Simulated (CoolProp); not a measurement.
Aqueous lithium chloride as a coolant, at 19 °C, 1 atm.

Values from CoolProp's Melinder's fits for secondary coolants.

```csv
mass %,freezing point (°C),density (kg/m³),conductivity (W/(m K)),Prandtl number,cp (kJ/(kg K))
4.4,-4.3,1024,0.585,8.03,3.945
5.7,-6.0,1031,0.582,8.29,3.878
7.1,-7.8,1039,0.579,8.58,3.808
8.4,-9.7,1047,0.576,8.87,3.745
9.7,-11.7,1054,0.573,9.19,3.682
11,-14.0,1062,0.570,9.53,3.622
12.3,-16.7,1069,0.567,9.89,3.562
13.6,-19.9,1077,0.564,10.3,3.504
14.9,-23.6,1085,0.561,10.7,3.448
16.2,-27.9,1092,0.559,11.2,3.394
17.5,-32.9,1100,0.556,11.7,3.342
18.8,-38.4,1108,0.553,12.2,3.293
```
